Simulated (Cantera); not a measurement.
Source: NASA polynomial tables (part measured, part estimated), evaluated in Cantera. Values are per mole of reaction as written; species without (g) are pure solids or liquids, kept so even where they would boil at 1 bar.

Problem. Between 400 and 575 K, where is each reaction favourable under standard conditions?
- P4(g) + 5 O2(g) = P4O10

Solution. 
- P4(g) + 5 O2(g) = P4O10: ΔG° is -2638 kJ at 400 K and -2452 kJ at 575 K; it stays negative (K > 1). ΔH° is -3056 kJ and ΔS° -1049 J/K at 575 K.
